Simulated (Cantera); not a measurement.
An isothermal, constant-pressure homogeneous reactor starts with N₂O : N₂ = 1 : 1.1 (molar parts), at 1025 K and 0.0340 bar. Integrator tolerance rtol = 1e-08.

Model: GRI-Mech 3.0 (53 species, 325 reactions), integrated in Cantera. GRI-Mech 3.0 was tuned for natural gas; its chemistry of N2O as a main component is partial and can be far from experiment. Radical loss at walls, strong at low pressure, is not modelled. The mechanism lacks the step 2 NO + O2 → 2 NO2, which can matter for NO2 below about 1400 K. The temperature is held fixed by assumption; the heat of reaction is taken as removed at once.

What does this change do: pressure from 0.0340 bar to 0.133 bar?


```tsv
quantity	before	after
x(N₂O) at 30.0 s	0.469 (gas-phase equilibrium 5.96e-10)	0.448 (gas-phase equilibrium 1.18e-9)
x(NO₂) at 30.0 s	1.14e-7 (gas-phase equilibrium 3.18e-7)	2.11e-6 (gas-phase equilibrium 6.30e-7)
x(O₂) at 30.0 s	0.00287 (gas-phase equilibrium 0.192)	0.0109 (gas-phase equilibrium 0.192)
x(NO) at 30.0 s	0.000278 (gas-phase equilibrium 3.99e-5)	0.00105 (gas-phase equilibrium 3.99e-5)
x(N₂) at 30.0 s	0.528 (gas-phase equilibrium 0.808)	0.540 (gas-phase equilibrium 0.808)
```
